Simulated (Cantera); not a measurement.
Mixture: CH4 : H2 : O2 : N2 = 1 : 0.68 : 2.63 : 9.89 (molar parts), at 1130 Torr, adiabatic and at constant pressure. Ignition delay is the time to a rise of 400 K.

Detailed kinetics in Cantera: GRI-Mech 3.0 (53 species, 325 reactions). Below about 1000 K GRI-Mech 3.0 lacks low-temperature oxidation paths. Below about 950 K walls govern HO2 and H2O2 in real vessels.

Problem. What does this change do: H2 0.68 to 0.28 parts?

Solution. 
```
quantity                                                before       after
--------------------------------------------------  ----------  ----------
delay at 900 K                                         0.354 s     0.402 s
delay at 1100 K                                        2.65 ms     8.77 ms
delay at 1300 K                                       0.473 ms     1.37 ms
delay at 1500 K                                       0.125 ms    0.274 ms
delay at 1700 K                                        45.0 µs     79.0 µs
apparent activation energy between 1500 and 1700 K  110 kJ/mol  130 kJ/mol
```

Problem. What does this change do: pressure from 1130 Torr to 24000 Torr?

Solution. 
| quantity | before | after |
|---|---|---|
| delay at 900 K | 0.354 s | 92.0 ms |
| delay at 1100 K | 2.65 ms | 1.03 ms |
| delay at 1300 K | 0.473 ms | 56.3 µs |
| delay at 1500 K | 0.125 ms | 11.3 µs |
| delay at 1700 K | 45.0 µs | 3.72 µs |
| apparent activation energy between 1500 and 1700 K | 110 kJ/mol | 120 kJ/mol |
The pressure lies above the range GRI-Mech 3.0 was tuned for (to about 10 atm).
